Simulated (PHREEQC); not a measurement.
A PHREEQC input (ion-association model, phreeqc.dat):

```
SOLUTION 1
  temp 5
  units mg/dL
  pH 8.21
  pe 12.5
  Na 4130
  K 402
  Ca 104
  Mg 487
  Cl 7930
  S(6) 360 as SO4
  Alkalinity 0.108 as HCO3
  O(0) 4.26
END
USE solution 1
EQUILIBRIUM_PHASES 1
  Quartz 0 0.5
  CO2(g) -3.4 10
END
```

It stops with these messages:

```
ERROR: Calculations terminating due to input errors.
```

The fault: a unit that the program doesn't know. The line should read `units mg/L` where the input has `units mg/dL`. With the mend the run ends at pH 5.62 and ionic strength 0.259 mol/kgw.
